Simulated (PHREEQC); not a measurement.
A solution holds 0.011 mol/kgw H3AsO4 and 0.001 mol/kgw NaCl, at 25 °C. Closed to the air; pH follows from the charge balance.

Model: ion-association model, wateq4f.dat, run in PHREEQC.

Precipitation was switched off in this run.

Q: What pH, ionic strength does the model give?

A: pH 2.28; ionic strength 0.00663 mol/kgw.

Q: In which forms is As present?

A: H2AsO4- 51 %, H3AsO4 49 % of the As.
